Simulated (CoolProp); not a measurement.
The fluid at 298.15 K and 0.00776 MPa expands adiabatically to 0.000779 MPa with isentropic efficiency 1. The same conditions are run with several fluids, on thermodynamics alone (safety and materials aside).

Values from CoolProp's reference Helmholtz-energy equation of state of each fluid (R113: Marx 1992; R404A: Lemmon 2003; n-perfluorobutane: Gao 2022; c-C4F8 (RC318): Platzer 1990; isohexane: Lemmon 2006). The equations of Platzer and Polt are older, rougher fits. Blends and air are pseudo-pure fits.

| fluid | work (kJ/kg) | final temperature (K) | final density (kg/m³) |
|---|---|---|---|
| R113 | 28.0 | 252.9 | 0.0695 |
| R404A | 51.9 | 233.2 | 0.0392 |
| n-perfluorobutane | 22.8 | 271.0 | 0.0823 |
| c-C4F8 (RC318) | 26.7 | 262.5 | 0.0714 |
| isohexane | 61.5 | 258.2 | 0.0313 |
